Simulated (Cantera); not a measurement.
**Reactions in the system N-O-Zr**

Source: NASA polynomial tables (part measured, part estimated), evaluated in Cantera. Values are per mole of reaction as written; species without (g) are pure solids or liquids, kept so even where they would boil at 1 bar. ZrN: taken at fixed stoichiometry.

ZrN + 2 O₂(g) ⇌ NO₂(g) + ZrO₂(g)

| T (K) | ΔH° (kJ) | ΔS° (J/K) | ΔG° (kJ) | log10 K |
|---|---|---|---|---|
| 750 | 107.0 | 51.6 | 68.3 | -4.75 |
| 775 | 106.6 | 51.2 | 67.0 | -4.51 |
| 800 | 106.3 | 50.8 | 65.7 | -4.29 |
| 825 | 106.0 | 50.4 | 64.4 | -4.08 |
| 850 | 105.7 | 50.0 | 63.2 | -3.88 |
| 875 | 105.4 | 49.6 | 61.9 | -3.70 |
| 900 | 105.0 | 49.3 | 60.7 | -3.52 |
| 925 | 104.7 | 48.9 | 59.5 | -3.36 |
| 950 | 104.4 | 48.6 | 58.3 | -3.20 |
| 975 | 104.1 | 48.2 | 57.0 | -3.06 |
| 1000 | 103.7 | 47.9 | 55.8 | -2.92 |
